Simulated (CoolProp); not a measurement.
Toluene at 392.55 K and 0.0947 MPa flows at 0.22 m/s in a round tube of 4.6 mm bore and 0.25 µm roughness, fully developed (64/Re and Nu = 3.66 if laminar; Colebrook and Gnielinski if turbulent). Each further row changes one setting.

Values from CoolProp's reference Helmholtz-energy equation of state, Lemmon 2006. It is a short technical equation, of lower accuracy than the large ones.

| case | Reynolds number | Darcy friction factor | pressure drop (Pa/m) | heat-transfer coefficient (W/(m² K)) | mass flow (kg/h) |
|---|---|---|---|---|---|
| as stated | 311 | 0.206 | 3.00 | 14.8 | 0.0365 |
| velocity 0.44 m/s | 622 | 0.103 | 5.99 | 14.8 | 0.0729 |
| diameter 9.2 mm | 622 | 0.103 | 0.749 | 7.40 | 0.146 |

Viscosity comes from a separate model (Avgeri 2015). Thermal conductivity comes from a separate model (Assael 2012).
